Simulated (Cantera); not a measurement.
Standard-state values (1 bar) from the NASA 1993 polynomials, evaluated with Cantera. Values are per mole of reaction as written; species without (g) are pure solids or liquids, kept so even where they would boil at 1 bar. VN: taken at fixed stoichiometry.

Q: Between 300 and 1948 K, where is each reaction favourable under standard conditions?
- 9 VO₂(g) + NO₂(g) → 4 V₂O₅ + VN

A: 
- 9 VO₂(g) + NO₂(g) → 4 V₂O₅ + VN: ΔG° is -3740 kJ at 300 K and -1015 kJ at 1948 K; it stays negative (K > 1). ΔH° is -3716 kJ and ΔS° -1387 J/K at 1948 K.
